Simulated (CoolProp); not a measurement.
Properties of water along the isobar 100 MPa.

Model: reference Helmholtz-energy equation of state, Wagner 2002, in CoolProp.

| T (°C) | phase | cp (kJ/(kg K)) | Joule-Thomson coefficient (K/MPa) | viscosity (µPa s) | conductivity (mW/(m K)) | fugacity coefficient |
|---|---|---|---|---|---|---|
| 20.05 | liquid | 3.967 | -0.2192 | 992 | 648 | 4.838e-5 |
| 65.55 | liquid | 4.019 | -0.2016 | 456 | 704 | 0.0004833 |
| 111.05 | liquid | 4.045 | -0.1852 | 278 | 735 | 0.002600 |
| 156.55 | liquid | 4.085 | -0.1662 | 198 | 743 | 0.009235 |
| 202.05 | liquid | 4.150 | -0.1420 | 155 | 732 | 0.02453 |
| 247.55 | liquid | 4.244 | -0.1097 | 129 | 707 | 0.05279 |
| 293.05 | liquid | 4.375 | -0.06530 | 112 | 669 | 0.09699 |
| 338.55 | liquid | 4.553 | -0.002379 | 98.8 | 622 | 0.1578 |

Viscosity comes from a separate model (Huber 2009). Thermal conductivity comes from a separate model (Huber 2012).
